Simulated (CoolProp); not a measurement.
A simple Rankine cycle with n-nonane: condensing at 328.15 K, boiler at 0.0496 MPa, turbine inlet 413.8 K, turbine efficiency 0.75, pump efficiency 0.8, no recuperator. Each further row changes one setting.

Values from CoolProp's reference Helmholtz-energy equation of state, Lemmon 2006. It is a short technical equation, of lower accuracy than the large ones.

| case | thermal efficiency (%) | net work (kJ/kg) | heat in (kJ/kg) | turbine exit temperature (K) | volume ratio over the turbine |
|---|---|---|---|---|---|
| as stated | 10.3 | [?] | 511 | 387.3 | 15.3 |
| turbine inlet 433.8 K | [?] | 55.4 | 556 | 407.3 | 15.3 |
| condensing temperature 320.15 K | 11.3 | [?] | 530 | 383.6 | 22.9 |
| boiler pressure 0.0347 MPa | [?] | 46.2 | 512 | 390.9 | 10.7 |
| turbine efficiency 0.65 | 8.9 | 45.6 | 511 | [?] | 15.5 |

Question: Some entries are withheld; supply them.

Answer: 
- as stated, net work (kJ/kg): 52.6
- turbine inlet 433.8 K, thermal efficiency (%): 10.0
- condensing temperature 320.15 K, net work (kJ/kg): 60.1
- boiler pressure 0.0347 MPa, thermal efficiency (%): 9.0
- turbine efficiency 0.65, turbine exit temperature (K): 390.7
